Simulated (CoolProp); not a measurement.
A simple Rankine cycle with the fluoroketone C6F12O (FK-5-1-12): condensing at 331.15 K, boiler at 1.53 MPa, turbine inlet 433 K, turbine efficiency 0.85, pump efficiency 0.6, no recuperator. Each further row changes one setting.

Values from CoolProp's reference Helmholtz-energy equation of state, McLinden 2015.

```tsv
case	thermal efficiency (%)	net work (kJ/kg)	heat in (kJ/kg)	turbine exit temperature (K)	volume ratio over the turbine
as stated	(withheld)	16.7	160	392.9	18.3
turbine inlet 453 K	(withheld)	18.8	(withheld)	417.9	14.8
condensing temperature 323.15 K	11.2	18.9	169	390.2	(withheld)
boiler pressure 1.07 MPa	(withheld)	15.9	171	405.1	(withheld)
turbine efficiency 0.75	9.1	14.6	160	(withheld)	18.4
```

Some entries are withheld; supply them.


- as stated, thermal efficiency (%): 10.5
- turbine inlet 453 K, thermal efficiency (%): 10.1
- turbine inlet 453 K, heat in (kJ/kg): 186
- condensing temperature 323.15 K, volume ratio over the turbine: 24.0
- boiler pressure 1.07 MPa, thermal efficiency (%): 9.3
- boiler pressure 1.07 MPa, volume ratio over the turbine: 9.57
- turbine efficiency 0.75, turbine exit temperature (K): 395.1
